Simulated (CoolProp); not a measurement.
Vapour-liquid equilibrium of n-decane (1) + n-dodecane (2) at 3.21 kPa; x and y are mole fractions of (1).

The numbers come from the multi-fluid Helmholtz-energy mixture model, Lemmon 2006 and Lemmon 2004; pair parameters Bell 2016 in CoolProp.

| x | bubble temperature (°C) | y at the bubble point | dew temperature at overall composition x (°C) | liquid density (mol/L) |
|---|---|---|---|---|
| 0.05 | 106.6 | 0.187 | [?] | 4.048 |
| 0.2 | 97.8 | 0.544 | 106.3 | 4.173 |
| 0.35 | 91.2 | 0.733 | 103.0 | [?] |
| 0.5 | [?] | [?] | [?] | 4.414 |
| 0.65 | 82.0 | 0.910 | 94.4 | 4.535 |
| 0.8 | [?] | 0.957 | [?] | 4.659 |
| 0.95 | [?] | 0.990 | 79.1 | 4.787 |

**Question.** What belongs in the gaps?

**Answer.** 
- 0.05, dew temperature at overall composition x (°C): 109.2
- 0.35, liquid density (mol/L): 4.294
- 0.5, bubble temperature (°C): 86.1
- 0.5, y at the bubble point: 0.842
- 0.5, dew temperature at overall composition x (°C): 99.1
- 0.8, bubble temperature (°C): 78.6
- 0.8, dew temperature at overall composition x (°C): 88.2
- 0.95, bubble temperature (°C): 75.7

No azeotrope shows between x = 0.05 and 0.95.

Pair parameters are fitted to limited data, so mixtures are less certain than the pure fluids.
